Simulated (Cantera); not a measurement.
An isothermal, constant-pressure homogeneous reactor starts with 37.0 % NH₃, 63.0 % N₂, at 1625 K and 20.0 Torr.

Model: the gas-phase N/H chemistry of the illustrative SiF4/NH3 mechanism in the Surface Chemkin manual (1991), integrated in Cantera. Walls and surfaces, which speed up NH3 decomposition in real reactors, are not modelled.

Task: Predict: x(NH₃) at 60.0 s; x(H) at 60.0 s; x(H₂) at 60.0 s; x(NH) at 60.0 s; x(N₂H₂) at 60.0 s; x(N) at 60.0 s.

Result: 
```json
{
 "x(NH₃) at 60.0 s": "0.121 (gas-phase equilibrium 2.29e-7)",
 "x(H) at 60.0 s": "5.18e-5 (gas-phase equilibrium 0.000277)",
 "x(H₂) at 60.0 s": "0.273 (gas-phase equilibrium 0.405)",
 "x(NH) at 60.0 s": "7.13e-7 (gas-phase equilibrium 1.81e-11)",
 "x(N₂H₂) at 60.0 s": "1.79e-7 (gas-phase equilibrium <1e-12)",
 "x(N) at 60.0 s": "5.62e-8 (gas-phase equilibrium 5.47e-12)"
}
```
